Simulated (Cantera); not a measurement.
Feed: 1 mol B, 0.095 mol H2O, 67 mol N2, held at 1.00 bar.

Method: chemical equilibrium by Gibbs-energy minimisation in Cantera with the NASA 1993 tables (ideal gas, pure condensed phases). Candidate condensed phases: B, BN, B2O3, B3O3H3, H2O; 39 gas species. N2 is the only nitrogen source here; it is nearly inert below about 1500 K, so the nitride shown seldom forms there in practice. Mutual solubility and eutectic melting of coexisting phases are not modelled. Rates play no part.

Problem. Which condensed phases are stable at each of these points (T (K)): 1350, 1425, 1500, 1575, 1650, 1725, 1800, 1875?

Solution. 
```csv
T (K),condensed phases,B condensed (%)
1350,BN(s) + B2O3(l),99.9
1425,BN(s) + B2O3(l),99.7
1500,BN(s) + B2O3(l),99.1
1575,BN(s) + B2O3(l),97.7
1650,BN(s),94.1
1725,BN(s),93.8
1800,BN(s),93.5
1875,BN(s),93.1
```

From 1350 K to 1575 K the condensed part is BN(s) + B2O3(l). From 1650 K to 1875 K the condensed part is BN(s).
